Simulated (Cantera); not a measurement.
A Cantera script and what it prints.

```python
import numpy as np
import cantera as ct

gas_names = [...]  # 151 gases of nasa_gas.yaml made of C, H, N, O, Si
cond_names = """
    C(gr) C6H6(L) C7H8(L) C8H18(L),n-octa H2O(s) H2O(L) Si(cr) Si(L) SiC(b) SiO2(Lqz) SiO2(hqz) SiO2(L)
    Si2N2O(s) Si3N4(a)
""".split()


# ... load() reads the species with a 1 bar reference pressure and builds the phases ...
atoms = {
    'TEOS': {'Si': 1, 'C': 8, 'H': 20, 'O': 4},
    'NO': {'N': 1, 'O': 1},
}
top_T = {'C(gr)': 4500, 'SiC(b)': 3050, 'Si2N2O(s)': 2100, 'Si3N4(a)': 2400}  # K; cautious upper limits of use, not melting points


# ... equilibrate(T, P, feed) seeds the gas with the atoms and calls Mixture.equilibrate('TP', solver="vcs", rtol=1e-11, max_steps=5000) ...
results = []
feed = {'TEOS': 1, 'NO': 0.88}  # mol
P = 580  # Pa
for T in [1398, 1423, 1448, 1473, 1498, 1523, 1548, 1573, 1598]:
    mix = equilibrate(T, P, feed)
    results.append((T, P, feed, dict(zip(mix.species_names, mix.species_moles))))
    x = sorted(zip(gas.X, gas.species_names), reverse=True)
    print(f"T = {T:g} K  P = {P:g} Pa  gas = {mix.phase_moles(0):.4g} mol")
    print("   x: " + "  ".join(f"{s} {v:.3e}" for v, s in x if v > 0.0001))
    print("   condensed (mol): " + ("  ".join(f"{mix.phase(i).name} {mix.phase_moles(i):.4g}"
          for i in range(1, mix.n_phases) if mix.phase_moles(i) > 1e-12) or "none"))
```

Output:

```
T = 1398 K  P = 580 Pa  gas = 14.6 mol
   x: H2 6.850e-01  CO 3.092e-01  N2 5.394e-03  SiO 3.829e-04
   condensed (mol): C(gr) 3.214  SiC(b) 0.2723  Si2N2O(s) 0.361
T = 1423 K  P = 580 Pa  gas = 14.88 mol
   x: H2 6.719e-01  CO 3.127e-01  N2 1.476e-02  SiO 4.362e-04
   condensed (mol): C(gr) 2.792  SiC(b) 0.5538  Si2N2O(s) 0.2199
T = 1448 K  P = 580 Pa  gas = 15.32 mol
   x: H2 6.526e-01  CO 3.180e-01  N2 2.867e-02  SiO 4.974e-04
   condensed (mol): C(gr) 2.134  SiC(b) 0.9924
T = 1473 K  P = 580 Pa  gas = 15.32 mol
   x: H2 6.526e-01  CO 3.180e-01  N2 2.866e-02  SiO 5.554e-04  H 1.342e-04  HCN 1.191e-04
   condensed (mol): C(gr) 2.135  SiC(b) 0.9915
T = 1498 K  P = 580 Pa  gas = 15.32 mol
   x: H2 6.525e-01  CO 3.179e-01  N2 2.865e-02  SiO 6.179e-04  H 1.823e-04  HCN 1.425e-04
   condensed (mol): C(gr) 2.136  SiC(b) 0.9905
T = 1523 K  P = 580 Pa  gas = 15.32 mol
   x: H2 6.524e-01  CO 3.178e-01  N2 2.863e-02  SiO 6.849e-04  H 2.451e-04  HCN 1.695e-04
   condensed (mol): C(gr) 2.138  SiC(b) 0.9895
T = 1548 K  P = 580 Pa  gas = 15.32 mol
   x: H2 6.524e-01  CO 3.177e-01  N2 2.861e-02  SiO 7.565e-04  H 3.266e-04  HCN 2.005e-04
   condensed (mol): C(gr) 2.14  SiC(b) 0.9884
T = 1573 K  P = 580 Pa  gas = 15.32 mol
   x: H2 6.522e-01  CO 3.176e-01  N2 2.859e-02  SiO 8.329e-04  H 4.312e-04  HCN 2.358e-04
   condensed (mol): C(gr) 2.141  SiC(b) 0.9872
T = 1598 K  P = 580 Pa  gas = 15.32 mol
   x: H2 6.521e-01  CO 3.175e-01  N2 2.857e-02  SiO 9.142e-04  H 5.644e-04  HCN 2.759e-04
   condensed (mol): C(gr) 2.143  SiC(b) 0.986
```

These are equilibrium values from Cantera (NASA tables, ideal gas, pure condensed phases), not measurements of a reactor. The feed counts by its element totals alone. Mutual solubility and eutectic melting of coexisting phases are not modelled.
